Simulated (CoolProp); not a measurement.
Values from CoolProp's reference Helmholtz-energy equation of state, Thol 2015.

Question: For octamethylcyclotetrasiloxane (D4), give the phase and the speed of sound (m/s), expansivity (1/kK) at 455 K and 56.3 bar; 570.5 K and 56.3 bar; 587 K and 56.3 bar.

Answer: 
- 455 K and 56.3 bar: liquid; speed of sound 533, expansivity 1.51
- 570.5 K and 56.3 bar: liquid; speed of sound 308, expansivity 2.32
- 587 K and 56.3 bar: supercritical; speed of sound 281, expansivity 2.51
